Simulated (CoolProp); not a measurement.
Properties of toluene at several states (Tc = 318.6 °C, pc = 4126 kPa, ω = 0.266).

Values from CoolProp's reference Helmholtz-energy equation of state, Lemmon 2006. It is a short technical equation, of lower accuracy than the large ones.

```
T (°C)  p (kPa)   phase         Z  isothermal compressibility (1/MPa)  Prandtl number
------  -------  ------  --------  ----------------------------------  --------------
171.55     22.2     gas    0.9949                               45.28             ___
147.05     4450  liquid    0.1569                            0.002329             ___
167.15      409  liquid   0.01435                            0.003269            4.02
-1.25       114  liquid  0.005241                                 ___            9.25
99.15      1270  liquid   0.04771                            0.001613            4.85
```

Q: Some entries are withheld; supply them.

A: 
- 171.55, Prandtl number: 0.720
- 147.05, Prandtl number: 4.26
- -1.25, isothermal compressibility (1/MPa): 0.0007664

Viscosity comes from a separate model (Avgeri 2015). Thermal conductivity comes from a separate model (Assael 2012).
